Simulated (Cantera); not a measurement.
A closed system holds: 1 mol MgO, 0.071 mol C, 0.12 mol H₂, held at 2273 K and 2850 Torr.

These are equilibrium values from Cantera (NASA tables, ideal gas, pure condensed phases), not measurements of a reactor. Candidate condensed phases: C, C₆H₆, C₇H₈, C₈H₁₈, H₂O, Mg, MgCO₃, MgO, Mg(OH)₂; 116 gas species. The tables' values for MgH are old estimates; treat these amounts as uncertain. Equilibrium is a limit: real reactors are often held back by kinetics, nucleation or transport.

Base state: H₂ 0.454, CO 0.271, Mg 0.265, MgH 0.00627, H 0.00290, H₂O 0.000209, MgOH 6.68e-5, Mg₂ 2.46e-5 (mole fractions); condensed: MgO(s).

Q: What changes in the equilibrium state with this change: pressure from 2850 Torr to 46.5 Torr?

A: 
| species | before | after |
|---|---|---|
| H₂ | 0.454 | 0.424 |
| Mg | 0.265 | 0.277 |
| CO | 0.271 | 0.263 |
| H | 0.00290 | 0.0220 |
| H₂O | 0.000209 | 0.0115 |
| CH₄ | 1.80e-5 | <1e-9 |
| C₂H₂ (acetylene) | 1.77e-5 | <1e-9 |
| MgO(s), mol | 0.929 | 0.925 |
